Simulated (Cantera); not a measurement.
Thermodynamics of roasting and sulfation, feed Fe2O3 + H2S + CO2

Feed: 1 mol Fe2O3, 0.17 mol H2S, 0.51 mol CO2, equilibrated at 1350 Torr.

Method: chemical equilibrium by Gibbs-energy minimisation in Cantera with the NASA 1993 tables (ideal gas, pure condensed phases). Candidate condensed phases: C, C6H6, C7H8, C8H18, Fe, Fe(CO)5, FeO, Fe(OH)2, Fe(OH)3, FeS, FeSO4, FeS2, Fe2O3, Fe2(SO4)3, Fe3O4, H2O, H2SO4, S; 127 gas species. Mutual solubility and eutectic melting of coexisting phases are not modelled. The tables' stoichiometric FeO is somewhat more stable than real wüstite, so its field is too wide. FeO, FeS: taken at fixed stoichiometry. Gases not in the tables: S3 to S7. Equilibrium is a limit: real reactors are often held back by kinetics, nucleation or transport.

| T (K) | log p CO2 | log p H2O | log p SO2 | log p CO | log p S2 | log p H2S | log p H2 | log p COS | n FeS(s) | n Fe3O4(s) | n FeO(s) | n FeO(l) |
|---|---|---|---|---|---|---|---|---|---|---|---|---|
| 948 | 0.06 | -0.43 | -0.59 | -3.16 | -2.19 | -2.10 | -3.39 | -3.37 | 0.0459 | 0.651 | 0 | 0 |
| 1048 | 0.06 | -0.43 | -0.59 | -2.58 | -1.99 | -2.07 | -2.99 | -3.16 | 0.0430 | 0.652 | 0 | 0 |
| 1148 | 0.06 | -0.43 | -0.60 | -2.10 | -1.82 | -2.04 | -2.65 | -2.98 | 0.0390 | 0.654 | 0 | 0 |
| 1248 | 0.05 | -0.43 | -0.60 | -1.70 | -1.68 | -2.02 | -2.37 | -2.83 | 0.0335 | 0.656 | 0 | 0 |
| 1348 | 0.04 | -0.44 | -0.60 | -1.36 | -1.56 | -2.00 | -2.14 | -2.72 | 0.0257 | 0.658 | 0 | 0 |
| 1448 | 0.02 | -0.45 | -0.48 | -1.27 | -1.93 | -2.41 | -2.12 | -3.05 | 0 | 0.549 | 0.353 | 0 |
| 1548 | 0.01 | -0.45 | -0.45 | -1.29 | -2.85 | -3.16 | -2.20 | -3.73 | 0 | 0.522 | 0.434 | 0 |
| 1648 | 0.01 | -0.45 | -0.45 | -1.30 | -3.71 | -3.85 | -2.27 | -4.35 | 0 | 0.517 | 0.448 | 0 |
| 1748 | 0.02 | -0.45 | -0.45 | -1.44 | -5.00 | -4.85 | -2.46 | -5.29 | 0 | 0.509 | 0 | 0.472 |
| 1848 | 0.02 | -0.45 | -0.44 | -1.57 | -6.18 | -5.77 | -2.64 | -6.15 | 0 | 0.504 | 0 | 0.488 |
log p: log10 of the partial pressure in bar; n: condensed amount in mol.

From 948 K to 1348 K the condensed part is FeS(s) + Fe3O4(s). From 1448 K to 1648 K the condensed part is FeO(s) + Fe3O4(s). From 1748 K to 1848 K the condensed part is FeO(l) + Fe3O4(s).
